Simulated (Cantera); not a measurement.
Feed: 1 mol SiO₂, a varied amount of F₂, held at 1923 K and 0.0133 bar.

Equilibrium computed with Cantera from the NASA thermochemical tables; the gas is ideal and each condensed phase is pure. Candidate condensed phases: Si, SiO₂; 17 gas species. The tables' values for SiF₃ are old estimates; treat these amounts as uncertain. The tables hold silica as quartz up to 1696 K and as liquid above; real silica turns to tridymite and cristobalite and melts near 1996 K. The numbers say what is thermodynamically allowed, not how fast it happens.

x: gas mole fraction; n: condensed amount in mol.

```
n(F₂) (mol)       x F  x SiF₄   x O₂      x O  n SiO₂(condensed)
-----------  --------  ------  -----  -------  -----------------
0.77         0.000460   0.499  0.498  0.00221              0.615
0.9          0.000460   0.499  0.498  0.00221              0.550
1.1          0.000460   0.499  0.498  0.00221              0.450
1.2          0.000460   0.499  0.498  0.00221              0.400
1.4          0.000460   0.499  0.498  0.00221                [?]
1.7          0.000460   0.499  0.498  0.00221              0.150
1.9          0.000460   0.499  0.498  0.00221             0.0499
2.3             0.231   0.384  0.383  0.00194                  0
2.6               [?]     [?]    [?]      [?]                  0
3.1             0.523   0.238  0.237  0.00153                  0
3.6             0.615   0.192  0.191  0.00137                  0
```

Problem. Some entries are withheld; supply them.

Solution. 
- 2.6, x F: 0.375
- 2.6, x SiF₄: 0.312
- 2.6, x O₂: 0.311
- 2.6, x O: 0.00175
- 1.4, n SiO₂(condensed): 0.300
